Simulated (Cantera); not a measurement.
Input: 1 mol CH3Cl, 0.75 mol CH4, held at 13.3 mbar.

Cantera equilibrium calculation (NASA polynomials, part measured and part estimated; ideal gas, pure solids and liquids). Candidate condensed phases: C, C6H6, C7H8, C8H18; 91 gas species. Kinetics and transport are ignored.

Q: At 1875 K, list the 5 most abundant gas species with their mole fractions, and the condensed phases.

A: H2 0.710, HCl 0.283, H 0.00478, Cl 0.00145, C2H2 (acetylene) 0.000225. Condensed: C(graphite).
